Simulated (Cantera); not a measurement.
Pyrogenic steam for wet oxidation

An isothermal, constant-pressure homogeneous reactor starts with H2 : O2 : N2 = 1.6 : 1 : 5.8 (molar parts), equivalence ratio 0.80, at 1175 K and 76000 Pa.

Cantera simulation using the H2/O2 subset of GRI-Mech 3.0, which has no nitrogen chemistry; the numbers are that mechanism's predictions, not measurements. The temperature is held fixed by assumption; the heat of reaction is taken as removed at once.

```csv
t (s),x H2,x O2,x OH,x H2O2,x H
0.000500,0.00136,0.0268,0.000375,3.24e-6,0.000150
0.00150,0.000216,0.0264,0.000113,8.92e-7,6.62e-6
0.00451,2.80e-5,0.0263,4.61e-5,2.11e-7,3.65e-7
0.0136,2.48e-6,0.0263,2.14e-5,5.42e-8,1.93e-8
0.0407,2.93e-7,0.0263,1.09e-5,1.54e-8,1.72e-9
0.122,7.39e-8,0.0263,5.96e-6,4.91e-9,2.73e-10
0.368,2.51e-8,0.0263,3.46e-6,1.71e-9,5.70e-11
1.10,1.29e-8,0.0263,2.27e-6,7.51e-10,1.98e-11
3.32,1.12e-8,0.0263,1.97e-6,5.72e-10,1.51e-11
9.97,1.12e-8,0.0263,1.96e-6,5.68e-10,1.50e-11
30.0,1.12e-8,0.0263,1.96e-6,5.68e-10,1.50e-11
90.0,1.12e-8,0.0263,1.96e-6,5.68e-10,1.50e-11
```
x: mole fraction; the columns are a selection and need not sum to one.

Equilibrium at this temperature and pressure: H2 1.12e-8, O2 0.0263, OH 1.96e-6, H2O2 5.68e-10, H 1.50e-11 (gas phase only).
